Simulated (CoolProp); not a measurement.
Vapour-liquid equilibrium of CF4 (R14) (1) + CHF3 (R23) (2) at 3.59 bar; x and y are mole fractions of (1).

The numbers come from the multi-fluid Helmholtz-energy mixture model, Platzer 1990 and Penoncello 2003; pair parameters Bell 2016 in CoolProp. This equation is an older, rougher fit; its heat capacities, sound speeds and derivatives of the liquid may be far off and weren't checked against measurements.

Q: Give the bubble temperature and the first vapour's composition at x = 0.2, 0.35, 0.95. Is there an azeotrope?

A: x = 0.2: 177.3 K, y = 0.889; x = 0.35: 171.7 K, y = 0.930; x = 0.95: 166.6 K, y = 0.984. No azeotrope shows between x = 0.05 and 0.95.

Pair parameters are fitted to limited data, so mixtures are less certain than the pure fluids. With so large a gap from Raoult's law the liquid may split in two, which this calculation doesn't test in full.
